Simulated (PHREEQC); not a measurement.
Consider water at 25 °C with 1.8 mol K2CO3, 0.038 mol H3BO3 and 0.079 mol KBr per kg of water. Closed to the air; pH follows from the charge balance.

Computed with PHREEQC (Pitzer model, pitzer.dat).

This is a speciation only: nothing precipitates in the calculation.

### Question
What pH, density, ionic strength does the model give?

### Answer
pH 11.46; density 1.185 g/cm³; ionic strength 5.44 mol/kgw.

### Question
In which forms is C present?

### Answer
CO3-2 98 %, HCO3- 2.2 % of the C.

Species that the database lacks are ignored. In brines, pH and single-ion activities rest on the MacInnes convention.
